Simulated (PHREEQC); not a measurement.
**Leach liquor (model solution)**

Solution (25 °C): 9.4 mmol/kgw H2SO4 and 0.58 mmol/kgw MnSO4. Closed to the air; pH follows from the charge balance.

All values are PHREEQC results (ion-association model, phreeqc.dat), not measurements.

Each row changes one thing in this solution. No solid was allowed to form.

```
case                                     pH  ionic strength (mol/kgw)  SO4-2 (mol/kgw)  HSO4- (mol/kgw)
-------------------------------------  ----  ------------------------  ---------------  ---------------
as made                                1.90                    0.0211          0.00540          0.00444
diluted 2-fold with water              2.15                    0.0118          0.00330          0.00164
MnSO4 from 0.00058 to 0.0029 mol/kgw   1.92                    0.0269          0.00659          0.00495
0.00045 mol/kgw FeCl2 added            1.89                    0.0221                …          0.00437
H2SO4 from 0.0094 to 0.00188 mol/kgw   2.51                   0.00672          0.00193         0.000446
MnSO4 from 0.00058 to 0.00087 mol/kgw  1.90                    0.0218          0.00555          0.00451
H2SO4 from 0.0094 to 0.0047 mol/kgw    2.16                    0.0126          0.00347          0.00169
H2SO4 from 0.0094 to 0.094 mol/kgw        …                     0.133           0.0191           0.0753
MnSO4 left out                         1.89                    0.0196          0.00510                …
```

**Question.** Some entries are withheld; supply them.

**Answer.** 
- 0.00045 mol/kgw FeCl2 added, SO4-2 (mol/kgw): 0.00535
- H2SO4 from 0.0094 to 0.094 mol/kgw, pH: 1.04
- MnSO4 left out, HSO4- (mol/kgw): 0.00430

Complexes and solids missing from the database can't appear.
